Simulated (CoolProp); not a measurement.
Vapour-liquid equilibrium of carbon dioxide (1) + R143a (2) at -14.25 °C; x and y are mole fractions of (1).

Computed with CoolProp (multi-fluid Helmholtz-energy mixture model, Span 1996 and Lemmon and Jacobsen 2000; pair parameters Bell 2016).

Q: Give the bubble pressure and the first vapour's composition at x = 0.55, 0.75, 0.95. Is there an azeotrope?

A: x = 0.55: 1479 kPa, y = 0.848; x = 0.75: 1858 kPa, y = 0.920; x = 0.95: 2239 kPa, y = 0.983. No azeotrope shows between x = 0.05 and 0.95.

The pair parameters rest on a limited set of measurements; away from them the model extrapolates. The gap from Raoult's law changes sign with composition, which may be real or a fault of the pair parameters; it wasn't checked against measurements.
